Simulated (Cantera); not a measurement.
Charge: 1 mol KOH, 0.82 mol H2, 1.1 mol C, held at 1773 K and 0.0700 bar.

Equilibrium computed with Cantera from the NASA thermochemical tables; the gas is ideal and each condensed phase is pure. Candidate condensed phases: C, C6H6, C7H8, C8H18, H2O, K, KOH, KO2, K2CO3, K2O, K2O2; 116 gas species. Rates play no part.

Base state: H2 0.397, CO 0.301, K 0.301, H 0.000677, KH 0.000160, C2H2 (acetylene) 5.56e-5, K2 3.15e-5 (mole fractions); condensed: C(graphite).

Q: What changes in the equilibrium state with this change: C from 1.1 to 0.098 mol?

A: 
```csv
species,before,after
K,0.301,0.330
H2O,2.73e-6,0.277
H2,0.397,0.244
CO,0.301,0.0327
KOH,7.46e-7,0.106
C2H2 (acetylene),5.56e-5,<1e-9
OH,<1e-9,3.74e-5
CO2,5.59e-7,0.00998
H,0.000677,0.000532
K2,3.15e-5,3.78e-5
"C(graphite), mol",0.0996,0
```
